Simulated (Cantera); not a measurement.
## Thermodynamics of silicon nitride deposition, feed Si2Cl6 + N2

Charge: 1 mol Si2Cl6, 51 mol N2, held at 1325 K and 17.0 Pa.

These are equilibrium values from Cantera (NASA tables, ideal gas, pure condensed phases), not measurements of a reactor. Candidate condensed phases: Si, Si3N4; 13 gas species. The feed counts by its element totals alone. The tables' values for SiCl3 are old estimates; treat these amounts as uncertain. Rates play no part.

* **x(N2)**: 0.962
* **x(SiCl2)**: 0.0157
* **x(SiCl4)**: 0.0153
* **x(SiCl3)**: 0.00666
* **x(Cl)**: 0.000381
* **gas amount**: 53.02 mol
* **log10 activity of Si(s) (absent)**: -3.36
